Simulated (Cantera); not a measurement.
Standard-state values (1 bar) from the NASA 1993 polynomials, evaluated with Cantera. Values are per mole of reaction as written; species without (g) are pure solids or liquids, kept so even where they would boil at 1 bar.

2 V2O3 → 3 VO2(g) + V, with ΔH° = 1739.6 kJ and ΔS° = 628.1 J/K at 300 K.

Question: How far is the shortcut ΔG° ≈ ΔH°(300 K) − T·ΔS°(300 K) from the full temperature-dependent value at 873, 1023, 1173, 1323, 1473, 1623, 1773, 1923 K?

Answer: 
```tsv
T (K)	shortcut (kJ)	full (kJ)	difference (kJ)	difference in log10 K
873	1191.3	1214.8	-23.5	1.41
1023	1097.1	1132.4	-35.3	1.80
1173	1002.8	1051.7	-48.9	2.18
1323	908.6	972.7	-64.0	2.53
1473	814.4	895.2	-80.8	2.86
1623	720.2	819.3	-99.0	3.19
1773	626.0	744.8	-118.8	3.50
1923	531.8	671.8	-140.0	3.80
```
The shortcut ignores the heat-capacity change of the reaction.
